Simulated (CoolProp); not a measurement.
Vapour-liquid equilibrium of toluene (1) + n-dodecane (2) at 440.2 K; x and y are mole fractions of (1).

Values from CoolProp's multi-fluid Helmholtz-energy mixture model, Lemmon 2006 and Lemmon 2004; pair parameters Bell 2016.

```csv
x,bubble pressure (kPa),y at the bubble point,dew pressure at overall composition x (kPa),liquid density (mol/L)
0.05,39.93,0.360,27.88,3.848
0.125,62.48,0.619,30.08,4.018
0.2,87.42,0.749,32.65,4.203
0.275,114.1,0.824,35.70,4.402
0.35,141.8,0.872,___,___
0.425,170.3,___,43.90,4.853
0.5,199.1,0.928,49.60,5.112
0.575,228.1,0.946,57.01,5.396
0.65,257.4,___,67.07,5.711
0.725,286.8,0.971,81.49,6.061
0.8,316.7,0.981,104.0,6.455
0.875,347.0,0.989,144.2,6.900
0.95,377.9,0.996,236.0,7.407
```

### Question
What belongs in the gaps?

### Answer

- 0.35, dew pressure at overall composition x (kPa): 39.38
- 0.35, liquid density (mol/L): 4.618
- 0.425, y at the bubble point: 0.904
- 0.65, y at the bubble point: 0.960

No azeotrope shows between x = 0.05 and 0.95.

Pair parameters are fitted to limited data, so mixtures are less certain than the pure fluids.
